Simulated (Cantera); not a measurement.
Charge: 1 mol Si₃H₈, 0.11 mol Cl₂, 240 mol H₂, at 800 K and 0.00133 bar.

Method: chemical equilibrium by Gibbs-energy minimisation in Cantera with the NASA 1993 tables (ideal gas, pure condensed phases). Candidate condensed phases: Si; 19 gas species. The feed counts by its element totals alone. Kinetics and transport are ignored.

Base state: H₂ 0.999, HCl 0.000801, SiHCl₃ 1.46e-5, SiCl₄ 1.29e-5 (mole fractions); condensed: Si(s).

**Question.** What changes in the equilibrium state with this change: temperature from 800 K to 1600 K?

**Answer.** 
```
species       before     after
----------  --------  --------
H₂             0.999     0.998
H              <1e-9   0.00149
HCl         0.000801  0.000893
Si             <1e-9   7.31e-5
SiHCl₃       1.46e-5     <1e-9
SiCl₄        1.29e-5     <1e-9
Si(s), mol      2.99      2.98
```
